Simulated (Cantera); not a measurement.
A Cantera script and what it prints.

```python
import numpy as np
import cantera as ct

gas_names = [...]  # 113 gases of nasa_gas.yaml made of C, H, O, Pb
cond_names = """
    C(gr) C6H6(L) C7H8(L) C8H18(L),n-octa H2O(s) H2O(L) Pb(cr) Pb(L) PbO(rd) PbO(yw) PbO(L) PbO2(s)
    Pb3O4(s)
""".split()


# ... load() reads the species with a 1 bar reference pressure and builds the phases ...
atoms = {
    'PbO': {'Pb': 1, 'O': 1},
    'CO': {'C': 1, 'O': 1},
    'H2': {'H': 2},
}
top_T = {'C(gr)': 4500, 'Pb3O4(s)': 820}  # K; cautious upper limits of use, not melting points


# ... equilibrate(T, P, feed) seeds the gas with the atoms and calls Mixture.equilibrate('TP', solver="vcs", rtol=1e-11, max_steps=5000) ...
results = []
feed = {'PbO': 1, 'CO': 2.3, 'H2': 1.6}  # mol
P = 1200  # Pa
for T in [1925, 1975, 2025, 2075, 2125, 2175, 2225, 2275, 2325, 2375, 2425, 2475, 2525, 2575]:
    mix = equilibrate(T, P, feed)
    results.append((T, P, feed, dict(zip(mix.species_names, mix.species_moles))))

top = {s: max(r[3][s] / sum(r[3][g] for g in gas_names) for r in results) for s in gas_names}
cols = sorted((s for s in top if top[s] > 1e-05), key=lambda s: -top[s])[:8]
seen = [c for c in cond_names if any(r[3].get(c, 0) > 1e-12 for r in results)]
print("log10 of partial pressures in bar; condensed amounts in mol")
print(f"{'T/K':>10s}" + "".join(f"{s[:9]:>10s}" for s in cols + seen))
for T, P, feed, n in results:
    ng = sum(n[g] for g in gas_names)
    print(f"{T:10.4g}" + "".join(f"{np.log10(max(n[s] / ng * P / 1e5, 1e-99)):10.3f}" for s in cols)
          + "".join(f"{n.get(c, 0):10.4g}" for c in seen))
```

It prints:

```
log10 of partial pressures in bar; condensed amounts in mol
       T/K        CO        Pb        H2       H2O         H       CO2        OH         O
      1925    -2.317    -2.613    -2.646    -2.788    -4.343    -3.093    -5.548    -7.372
      1975    -2.316    -2.614    -2.651    -2.785    -4.189    -3.103    -5.344    -7.016
      2025    -2.316    -2.614    -2.657    -2.783    -4.044    -3.111    -5.151    -6.677
      2075    -2.315    -2.615    -2.663    -2.781    -3.906    -3.120    -4.967    -6.355
      2125    -2.315    -2.617    -2.669    -2.781    -3.775    -3.128    -4.793    -6.048
      2175    -2.315    -2.618    -2.677    -2.782    -3.650    -3.136    -4.627    -5.754
      2225    -2.316    -2.620    -2.686    -2.785    -3.532    -3.144    -4.470    -5.475
      2275    -2.317    -2.623    -2.697    -2.790    -3.419    -3.153    -4.321    -5.207
      2325    -2.318    -2.626    -2.709    -2.798    -3.313    -3.162    -4.180    -4.952
      2375    -2.320    -2.630    -2.723    -2.810    -3.212    -3.173    -4.048    -4.710
      2425    -2.323    -2.635    -2.739    -2.826    -3.117    -3.187    -3.926    -4.480
      2475    -2.326    -2.641    -2.757    -2.848    -3.026    -3.205    -3.813    -4.263
      2525    -2.330    -2.647    -2.778    -2.878    -2.941    -3.228    -3.713    -4.060
      2575    -2.335    -2.656    -2.800    -2.919    -2.861    -3.260    -3.626    -3.874
```

Cantera equilibrium calculation (NASA polynomials, part measured and part estimated; ideal gas, pure solids and liquids).
